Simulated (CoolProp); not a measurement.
Vapour-liquid equilibrium of ethylene (1) + propane (2) at 219.2 K; x and y are mole fractions of (1).

The numbers come from the multi-fluid Helmholtz-energy mixture model, Smukala 2000 and Lemmon 2009; pair parameters Bell 2016 in CoolProp.

```
x     bubble pressure (MPa)  y at the bubble point  dew pressure at overall composition x (MPa)  liquid density (mol/L)
----  ---------------------  ---------------------  -------------------------------------------  ----------------------
0.05                 0.1041                  0.459                                      0.06117                   13.66
0.2                  0.2416                  0.793                                      0.07212                   14.22
0.35                 0.3746                  0.884                                      0.08778                   14.80
0.5                  0.5014                  0.928                                       0.1120                   15.40
0.65                 0.6241                  0.955                                       0.1547                   16.01
0.8                  0.7482                  0.976                                       0.2488                   16.62
0.95                 0.8823                  0.994                                       0.5968                   17.21
```

No azeotrope shows between x = 0.05 and 0.95.

The pair parameters rest on a limited set of measurements; away from them the model extrapolates. The gap from Raoult's law changes sign with composition, which may be real or a fault of the pair parameters; it wasn't checked against measurements.
